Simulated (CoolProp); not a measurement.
Vapour-liquid equilibrium of R134a (1) + R124 (2) at 15.6 bar; x and y are mole fractions of (1).

The numbers come from the multi-fluid Helmholtz-energy mixture model, Tillner-Roth 1994 and de Vries 1995; pair parameters Bell 2016 in CoolProp.

| x | bubble temperature, mixture model (K) | bubble temperature, Raoult's law (K) | y, mixture model | y, Raoult's law |
|---|---|---|---|---|
| 0.05 | ___ | 351.2 | 0.072 | 0.081 |
| 0.15 | 347.8 | 348.3 | 0.207 | 0.228 |
| 0.25 | 344.9 | 345.6 | 0.328 | 0.358 |
| 0.35 | 342.3 | 343.1 | 0.438 | 0.475 |
| 0.45 | 339.9 | 340.8 | 0.539 | 0.579 |
| 0.55 | 337.7 | 338.6 | ___ | 0.673 |
| 0.65 | 335.7 | 336.5 | 0.720 | 0.758 |
| 0.75 | ___ | 334.5 | ___ | 0.835 |
| 0.85 | 332.2 | 332.6 | 0.883 | 0.905 |
| 0.95 | 330.7 | 330.9 | 0.961 | 0.970 |

### Question
Some entries are withheld; supply them.

### Answer

- 0.05, bubble temperature, mixture model (K): 351.0
- 0.55, y, mixture model: 0.633
- 0.75, bubble temperature, mixture model (K): 333.9
- 0.75, y, mixture model: 0.803

The largest gap from Raoult's law is -0.9 K in bubble temperature, at x = 0.45. No azeotrope shows between x = 0.05 and 0.95.

Pair parameters are fitted to limited data, so mixtures are less certain than the pure fluids.
